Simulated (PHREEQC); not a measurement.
PHREEQC input (ion-association model, wateq4f.dat):

```
SOLUTION_MASTER_SPECIES
  An  An-  0  An  62.0  # stands for a non-complexing anion
SOLUTION_SPECIES
  An- = An-
    -log_k 0
    -gamma 3.0 0
PHASES
  Fix_H+
    H+ = H+
    -log_k 0
SOLUTION 1
  temp 25
  units mmol/kgw
  pH 7 charge
  F 0.028
  Na 100.028
  Cl 0.026
  Mn(2) 0.013
  An 100
END
SELECTED_OUTPUT 1
  -reset false
  -pH true
  -pe true
  -ionic_strength true
  -water true
  -totals Cl F Mn Na Mn(2) Mn(3) Mn(6) Mn(7)
  -molalities Hfo_wOH Hfo_wOH2+ Hfo_wO- Hfo_sOH Hfo_sOH2+ Hfo_sO- Hfo_wF Hfo_wOHF- Hfo_sOMn+ Hfo_wOMn+
  -saturation_indices Pyrochroite Halite
USER_PUNCH 1
  -headings sigma psi
  10 PUNCH EDL("sigma", "Hfo"), EDL("psi", "Hfo")
PRINT
  -reset false
USE solution 1
SURFACE 1
  Hfo_wOH 0.0021573 600 0.96
  Hfo_sOH 5.39326e-05
EQUILIBRIUM_PHASES 1
  Fix_H+ -4 HAn 10
    -force_equality true
END
# ... the last block is repeated for the other 12 points of pH, with NaOH or the acid as the point needs
```

Selected output (columns that matter, 11 of 13 rows; pH added in front):

```
pH	mu	Cl	F	Mn	Na	m_Hfo_wOH	m_Hfo_wOH2+	m_Hfo_wO-	m_Hfo_sOH	m_Hfo_sOH2+	si_Pyrochroite	si_Halite	sigma	psi
4	0.10114	2.6e-05	2.259e-06	1.2999e-05	0.10003	0.00027708	0.0018535	9.4886e-07	7.0105e-06	4.6898e-05	-12.488	-7.391	0.3174	0.1458
4.67	0.10084	2.6e-05	2.9687e-06	1.2991e-05	0.10003	0.00064915	0.0014766	6.5379e-06	1.6417e-05	3.7342e-05	-11.148	-7.3908	0.2508	0.13388
5.33	0.1006	2.6e-05	5.0006e-06	1.2868e-05	0.10003	0.0010524	0.0010579	2.3984e-05	2.6531e-05	2.6669e-05	-9.8316	-7.3906	0.17526	0.11581
6.67	0.10023	2.6e-05	1.6182e-05	4.4729e-06	0.10003	0.0015488	0.00048253	0.00011388	3.3003e-05	1.0282e-05	-7.6101	-7.3903	0.062854	0.066637
7.33	0.10012	2.6e-05	2.2666e-05	4.8134e-07	0.10003	0.0016306	0.00034353	0.00017732	3.176e-05	6.6909e-06	-7.2582	-7.3902	0.029698	0.037647
8	0.10004	2.6e-05	2.6242e-05	3.0819e-08	0.10003	0.0016541	0.0002572	0.00024371	3.1837e-05	4.9502e-06	-7.1122	-7.3902	0.0042085	0.0058151
8.67	0.10012	2.6e-05	2.7492e-05	1.9016e-09	0.10018	0.0016425	0.00019214	0.00032164	3.1574e-05	3.6936e-06	-6.9841	-7.3896	-0.020013	-0.026509
9.33	0.10023	2.6e-05	2.785e-05	1.354e-10	0.10038	0.0015874	0.00013205	0.00043715	3.0509e-05	2.538e-06	-6.8211	-7.3888	-0.049939	-0.056794
10.67	0.10112	2.6e-05	2.7985e-05	1.7278e-12	0.10158	0.0011817	3.3991e-05	0.00094108	2.2709e-05	6.5324e-07	-6.2317	-7.3843	-0.15271	-0.10878
11.33	0.10354	2.5999e-05	2.7995e-05	6.3887e-13	0.10422	0.00079199	1.0611e-05	0.0013541	1.522e-05	2.0393e-07	-5.7262	-7.3749	-0.22722	-0.12819
12	0.11423	2.5999e-05	2.7998e-05	1.0659e-12	0.11514	0.00036147	1.6689e-06	0.0017936	6.9467e-06	3.2073e-08	-4.9232	-7.3391	-0.30379	-0.14046
```
